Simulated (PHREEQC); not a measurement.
Consider water at 25 °C with 0.21 mol HF, 0.0017 mol NH4F and 5.9e-05 mol H2SO4 per kg of water. Closed to the air; pH follows from the charge balance.

Model: ion-association model, phreeqc.dat, run in PHREEQC.

| quantity | before | after |
|---|---|---|
| pH | 1.85 | 1.61 |
| ionic strength (mol/kgw) | 0.0175 | 0.0297 |
| F- (mol/kgw) | 0.0101 | 0.0122 |
| HF2- (mol/kgw) | 0.00728 | 0.0175 |
| SO4-2 (mol/kgw) | 3.02e-5 | 2.36e-5 |

Problem. Name the change that produced these shifts.
A. NH4F from 0.0017 to 0.00255 mol/kgw
B. temperature from 25 to 50 °C
C. HF from 0.21 to 0.42 mol/kgw
D. diluted 10-fold with water
E. NH4F from 0.0017 to 0.00085 mol/kgw

Solution. C, HF from 0.21 to 0.42 mol/kgw

No solid was allowed to form.
